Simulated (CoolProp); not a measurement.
Vapour-liquid equilibrium of CH2F2 (R32) (1) + R1234yf (2) at 235.4 K; x and y are mole fractions of (1).

The numbers come from the multi-fluid Helmholtz-energy mixture model, Tillner-Roth 1997 and Lemmon 2022; pair parameters Bell 2023 in CoolProp.

| x | bubble pressure (kPa) | y at the bubble point | dew pressure at overall composition x (kPa) | liquid density (mol/L) |
|---|---|---|---|---|
| 0.05 | 81.29 | [?] | 72.21 | 11.55 |
| 0.15 | 103.6 | 0.419 | 78.76 | 12.14 |
| 0.25 | [?] | 0.558 | 86.56 | 12.81 |
| 0.35 | 139.6 | 0.650 | 95.98 | 13.57 |
| 0.45 | [?] | 0.716 | 107.5 | 14.44 |
| 0.55 | 164.1 | 0.768 | 121.9 | 15.44 |
| 0.65 | 173.4 | 0.812 | 139.6 | 16.59 |
| 0.75 | 181.3 | 0.856 | 160.4 | 17.95 |
| 0.85 | 188.2 | 0.903 | 180.3 | 19.55 |
| 0.95 | 194.0 | 0.963 | 193.0 | 21.46 |

Task: Fill in the missing entries.

Result: 
- 0.05, y at the bubble point: 0.184
- 0.25, bubble pressure (kPa): 123.2
- 0.45, bubble pressure (kPa): 153.1

No azeotrope shows between x = 0.05 and 0.95.

Pair parameters are fitted to limited data, so mixtures are less certain than the pure fluids.
